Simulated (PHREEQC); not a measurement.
Na2CO3 is added in steps, without added water, to 1 kg of water holding 0.0012 mol HNO3 and 3.6e-05 mol NiCl2, at 25 °C. O2 is buffered at 0.21 atm. No CO2 enters from the air. Nothing may precipitate in this run.

Base run: PHREEQC, ion-association model, wateq4f.dat. Each further column changes one thing. The table gives pH.

| Na2CO3 added (mol) | base | diluted 10-fold with water | NiCl2 replaced by FeCl3 at the same molality | solids may form |
|---|---|---|---|---|
| 0 | 2.94 | 3.93 | 2.92 | 2.94 |
| 0.00015 | 3.06 | 9.19 | 3.04 | 3.06 |
| 0.00025 | 3.17 | ___ | 3.15 | 3.17 |
| 0.0004 | 3.41 | 10.08 | 3.36 | 3.41 |
| 0.00055 | 4.01 | ___ | 3.81 | 4.01 |
| 0.00065 | 5.60 | 10.28 | 5.11 | 5.60 |
| 0.0008 | 6.31 | 10.35 | 6.16 | 6.31 |
| 0.00095 | 6.73 | 10.40 | 6.60 | 6.73 |
| 0.00105 | 7.01 | ___ | 6.86 | 7.01 |
| 0.0012 | 7.79 | 10.47 | 7.36 | 7.79 |
| 0.00135 | 9.14 | 10.51 | 8.65 | 9.09 |
| 0.00145 | 9.40 | 10.53 | 9.14 | 9.35 |
| 0.0016 | 9.62 | 10.55 | 9.47 | 9.59 |

### Question
What belongs in the gaps?

### Answer

- 0.00025, diluted 10-fold with water: 9.80
- 0.00055, diluted 10-fold with water: 10.21
- 0.00105, diluted 10-fold with water: 10.44

In at least one series the solution becomes supersaturated in solids that the run did not let form, among them Ni(OH)2. The database's nickel carbonate constants are estimates that later reviews lower a good deal. The database's Ni(OH)2 is the aged solid; a fresh precipitate is more soluble. Solids allowed in the column 'solids may form': Ni(OH)2, NiCO3, Halite, Nahcolite, Natron.
